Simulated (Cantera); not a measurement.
## Fe + CO2 + H2 (metals in furnace atmospheres)

Feed: 1 mol Fe, 8 mol CO2, a varied amount of H2, at 1452 °C and 33.0 Torr.

These are equilibrium values from Cantera (NASA tables, ideal gas, pure condensed phases), not measurements of a reactor. Candidate condensed phases: C, C6H6, C7H8, C8H18, Fe, Fe(CO)5, FeO, Fe(OH)2, Fe(OH)3, Fe2O3, Fe3O4, H2O; 114 gas species. Mutual solubility and eutectic melting of coexisting phases are not modelled. The tables' stoichiometric FeO is somewhat more stable than real wüstite, so its field is too wide. FeO: taken at fixed stoichiometry. The numbers say what is thermodynamically allowed, not how fast it happens.

| n(H2) (mol) | x H2 | x CO2 | x CO | x H2O | x H | n FeO(l) | n Fe(δ) |
|---|---|---|---|---|---|---|---|
| 1.3 | 0.0134 | 0.626 | 0.234 | 0.126 | 0.000102 | 1.000 | 0 |
| 2.1 | 0.0278 | 0.513 | 0.279 | 0.180 | 0.000148 | 1.000 | 0 |
| 3.4 | 0.0591 | 0.375 | 0.327 | 0.239 | 0.000215 | 0.999 | 0 |
| 5.4 | 0.120 | 0.239 | 0.357 | 0.283 | 0.000307 | 0.999 | 0 |
| 8.6 | 0.226 | 0.130 | 0.352 | 0.292 | 0.000421 | 0.998 | 0 |
| 14 | 0.377 | 0.0593 | 0.304 | 0.259 | 0.000544 | 0.996 | 0 |
| 22 | 0.500 | 0.0311 | 0.235 | 0.233 | 0.000626 | 0.0779 | 0.915 |
| 34 | 0.632 | 0.0140 | 0.176 | 0.176 | 0.000704 | 0 | 0.991 |
| 55 | 0.751 | 0.00557 | 0.121 | 0.121 | 0.000767 | 0 | 0.986 |
| 87 | 0.833 | 0.00229 | 0.0819 | 0.0819 | 0.000808 | 0 | 0.979 |
| 140 | 0.892 | 0.000899 | 0.0531 | 0.0531 | 0.000836 | 0 | 0.968 |
| 220 | 0.929 | 0.000368 | 0.0347 | 0.0347 | 0.000853 | 0 | 0.951 |
x: gas mole fraction; n: condensed amount in mol.

From 1.3 mol H2 to 14 mol H2 the condensed part is FeO(l). At 22 mol H2 the condensed part is Fe(δ) + FeO(l). From 34 mol H2 to 220 mol H2 the condensed part is Fe(δ). The main Fe-bearing gas is Fe(OH)2 at 1.3 mol H2 and Fe at 220 mol H2.
